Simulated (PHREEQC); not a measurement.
Alkaline etch or developer: speciation

Make-up at 92 °C: 0.035 mol/kgw KOH and 0.00065 mol/kgw (CH3)4NCl. Closed to the air; pH follows from the charge balance.

Computed with PHREEQC (ion-association model, wateq4f.dat).

This is a speciation only: nothing precipitates in the calculation.

Estimate the pH.

pH 10.85.

(CH3)4N+ isn't in the database: it is added as a free cation with an ion size of 4 Å. At this temperature some constants are extrapolated from 25 °C, and those without enthalpy data are left unchanged.
